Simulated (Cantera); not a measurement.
A diamond (100) surface in a fixed gas of H2 with x(CH4) = 0.029, x(H) = 0.00024, x(CH3) = 2.8e-05, at 1250 K; coverages are run to steady state.

Cantera simulation using the Harris–Goodwin 1993 mechanism for the reconstructed diamond (100) surface; the numbers are that mechanism's predictions, not measurements.

One state of this run: growth (µm/h) = 0.0736; θ c6HH = 0.530; θ c6H* = 0.0362; θ c6*H = 0.422; θ c6** = 0.0115; θ c6HM = 0.000166. θ: site fractions in the mechanism's names (c6HH fully hydrogenated, c6H* and c6*H radical sites, c6** diradical, c6HM methylated).

### Question
Which value of P (Pa) does it belong to?
(A) 940
(B) 7300
(C) 2600
(D) 4400

### Answer
B, 7300
